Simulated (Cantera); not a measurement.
Input: 1 mol CsCl, 0.14 mol H2O, 390 mol H2, held at 1752 °C.

Cantera equilibrium calculation (NASA polynomials, part measured and part estimated; ideal gas, pure solids and liquids). Candidate condensed phases: Cs, CsCl, CsOH, H2O; 22 gas species. Equilibrium is a limit: real reactors are often held back by kinetics, nucleation or transport.

At 37.0 Pa, list the 4 most abundant gas species with their mole fractions, and the condensed phases.

H2 0.900, H 0.0949, Cs 0.00202, HCl 0.00188. Condensed: gas only.
